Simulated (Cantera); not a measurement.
What does this Cantera script print?

```python
import numpy as np
import cantera as ct

gas_names = """
    C CH CH2 CH3 CH2OH CH3O CH4 CH3OH CO CO2 COOH C2 C2H CHCO,ketyl C2H2,acetylene C2H2,vinylidene
    CH2CO,ketene C2H3,vinyl CH3CO,acetyl C2H4 C2H4O,ethylen CH3CHO,ethanal CH3COOH (HCOOH)2 C2H5 C2H6
    CH3OCH3 C2H5OH C2O C3 C3H3,propargyl C3H4,allene C3H4,propyne C3H4,cyclo- C3H5,allyl C3H6,propylene
    C3H6,cyclo- C3H6O C3H7,n-propyl C3H7,i-propyl C3H8 C3H8O,1propanol C3H8O,2propanol C3O2 C4 C4H2
    C4H4,1,3-cyclo- C4H6,butadiene C4H6,2-butyne C4H6,cyclo- C4H8,1-butene C4H8,cis2-buten
    C4H8,tr2-butene C4H8,isobutene C4H8,cyclo- (CH3COOH)2 C4H9,n-butyl C4H9,i-butyl C4H9,s-butyl
    C4H9,t-butyl C4H10,isobutane C4H10,n-butane C5 C5H6,1,3cyclo- C5H8,cyclo- C5H10,1-pentene
    C5H10,cyclo- C5H11,pentyl C5H11,t-pentyl C5H12,n-pentane C5H12,i-pentane CH3C(CH3)2CH3 C6H2
    C6H5,phenyl C6H5O,phenoxy C6H6 C6H5OH,phenol C6H10,cyclo- C6H12,1-hexene C6H12,cyclo- C6H13,n-hexyl
    C7H7,benzyl C7H8 C7H8O,cresol C7H14,1-heptene C7H15,n-heptyl C7H16,n-heptane C8H8,styrene
    C8H10,ethylbenz C8H16,1-octene C8H17,n-octyl C8H18,isooctane C8H18,n-octane C9H19,n-nonyl
    C10H8,naphthale C10H21,n-decyl C12H9,o-bipheny C12H10,bipheny H HCO HO2 H2 HCHO,formaldehy HCOOH H2O
    H2O2 O OH O2 O3
""".split()
cond_names = """
    C(gr) C6H6(L) C7H8(L) C8H18(L),n-octa H2O(s) H2O(L)
""".split()


def load(file, names, dense=False):
    # The tables refer to 1 bar. Condensed volumes are neglected.
    table = {s.name: s for s in ct.Species.list_from_file(file)}
    out = []
    for n in names:
        d = dict(table[n].input_data)
        d["thermo"] = dict(d["thermo"], **{"reference-pressure": 1e5})
        if dense:
            d["equation-of-state"] = {"model": "constant-volume", "density": "1e6 g/cm^3"}
        out.append(ct.Species.from_dict(d))
    return out


gas = ct.Solution(thermo="ideal-gas", species=load("nasa_gas.yaml", gas_names))
cond = {s.name: ct.Solution(thermo="fixed-stoichiometry", species=[s], name=s.name)
        for s in load("nasa_condensed.yaml", cond_names, dense=True)}
atoms = {
    'C2H5OH': {'C': 2, 'H': 6, 'O': 1},
    'CO2': {'C': 1, 'O': 2},
}
top_T = {'C(gr)': 4500}  # K; cautious upper limits of use, not melting points


def equilibrate(T, P, feed):
    n = {}
    for name, mol in feed.items():
        for a, k in atoms[name].items():
            n[a] = n.get(a, 0.0) + k * mol
    gas.TPX = T, P, n
    mass = sum(n.values()) * gas.mean_molecular_weight
    gas.equilibrate("TP")
    valid = [c for c in cond.values() if c.min_temp <= T <= top_T.get(c.name, c.max_temp)]
    mix = ct.Mixture([(gas, mass / gas.mean_molecular_weight)] + [(c, 0.0) for c in valid])
    mix.T, mix.P = T, P
    mix.equilibrate("TP", solver="vcs", rtol=1e-11, max_steps=5000)
    return mix


results = []
feed = {'C2H5OH': 1, 'CO2': 0.11}  # mol
T = 1650  # K
for P in [10, 56, 320, 1800, 10000, 56000, 320000, 1800000, 10000000]:
    mix = equilibrate(T, P, feed)
    results.append((T, P, feed, dict(zip(mix.species_names, mix.species_moles))))
    x = sorted(zip(gas.X, gas.species_names), reverse=True)
    print(f"T = {T:g} K  P = {P:g} Pa  gas = {mix.phase_moles(0):.4g} mol")
    print("   x: " + "  ".join(f"{s} {v:.3e}" for v, s in x if v > 1e-05))
    print("   condensed (mol): " + ("  ".join(f"{mix.phase(i).name} {mix.phase_moles(i):.4g}"
          for i in range(1, mix.n_phases) if mix.phase_moles(i) > 1e-12) or "none"))
```

Result:

```
T = 1650 K  P = 10 Pa  gas = 4.236 mol
   x: H2 7.043e-01  CO 2.880e-01  H 7.624e-03  C2H2,acetylene 3.213e-05
   condensed (mol): C(gr) 0.8897
T = 1650 K  P = 56 Pa  gas = 4.227 mol
   x: H2 7.081e-01  CO 2.886e-01  H 3.230e-03  C2H2,acetylene 3.230e-05
   condensed (mol): C(gr) 0.8897
T = 1650 K  P = 320 Pa  gas = 4.223 mol
   x: H2 7.097e-01  CO 2.889e-01  H 1.353e-03  C2H2,acetylene 3.237e-05
   condensed (mol): C(gr) 0.8897
T = 1650 K  P = 1800 Pa  gas = 4.221 mol
   x: H2 7.104e-01  CO 2.890e-01  H 5.707e-04  C2H2,acetylene 3.240e-05  CH4 1.207e-05
   condensed (mol): C(gr) 0.8897
T = 1650 K  P = 10000 Pa  gas = 4.22 mol
   x: H2 7.106e-01  CO 2.891e-01  H 2.422e-04  CH4 6.710e-05  C2H2,acetylene 3.241e-05  H2O 1.322e-05
   condensed (mol): C(gr) 0.8895
T = 1650 K  P = 56000 Pa  gas = 4.218 mol
   x: H2 7.103e-01  CO 2.891e-01  CH4 3.754e-04  H 1.023e-04  H2O 7.400e-05  C2H2,acetylene 3.240e-05
   condensed (mol): C(gr) 0.8885
T = 1650 K  P = 320000 Pa  gas = 4.209 mol
   x: H2 7.080e-01  CO 2.893e-01  CH4 2.132e-03  H2O 4.218e-04  CO2 5.365e-05  H 4.273e-05  C2H2,acetylene 3.230e-05
   condensed (mol): C(gr) 0.8827
T = 1650 K  P = 1.8e+06 Pa  gas = 4.161 mol
   x: H2 6.954e-01  CO 2.903e-01  CH4 1.157e-02  H2O 2.338e-03  CO2 3.038e-04  C2H2,acetylene 3.172e-05  C2H4 2.890e-05  H 1.786e-05
   condensed (mol): C(gr) 0.8523
T = 1650 K  P = 1e+07 Pa  gas = 3.951 mol
   x: H2 6.385e-01  CO 2.933e-01  CH4 5.418e-02  H2O 1.205e-02  CO2 1.723e-03  C2H4 1.354e-04  C2H2,acetylene 2.913e-05  C2H6 2.670e-05  CH3 1.254e-05
   condensed (mol): C(gr) 0.7288
```

Equilibrium computed with Cantera from the NASA thermochemical tables; the gas is ideal and each condensed phase is pure. The ideal-gas law is rough above about 30 bar.
